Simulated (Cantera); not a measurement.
A freely propagating, adiabatic, planar premixed flame of H2 : O2 : N2 = 1 : 0.167 : 0.467 (molar parts), equivalence ratio 3.0, unburnt at 450 K and 1.00 bar; mixture-averaged transport, grid criteria slope 0.08 and curve 0.16, no radiation.

Model: the H2/O2 subset of GRI-Mech 3.0, which has no nitrogen chemistry, integrated in Cantera. Burning velocities carry a grid error of a few per cent, more on coarse grids.

### Question
Predict: laminar burning velocity; thermal thickness; peak x(O); peak x(H2O2); peak x(HO2).

### Answer
- laminar burning velocity = 557 cm/s
- thermal thickness = 0.427 mm
- peak x(O) = 0.00167
- peak x(H2O2) = 2.65e-5
- peak x(HO2) = 0.000349
